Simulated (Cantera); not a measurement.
An isothermal, constant-pressure homogeneous reactor starts with N2O = 1 (molar parts), at 1225 K and 0.960 bar.

Computed with Cantera and GRI-Mech 3.0 (53 species, 325 reactions). GRI-Mech 3.0 was tuned for natural gas; its chemistry of N2O as a main component is partial and can be far from experiment. The mechanism lacks the step 2 NO + O2 → 2 NO2, which can matter for NO2 below about 1400 K. The temperature is held fixed by assumption; the heat of reaction is taken as removed at once.

One state of this run: x N2O = 0.960; x O = 2.50e-6; x NO2 = 2.17e-5; x O2 = 0.0118; x N2 = 0.0251; x NO = 0.00304. x: mole fraction; the columns are a selection and need not sum to one.

Task: Which value of t (s) does it belong to?
(A) 0.0779
(B) 0.0308
(C) 8.00
(D) 0.000300

Result: B, 0.0308
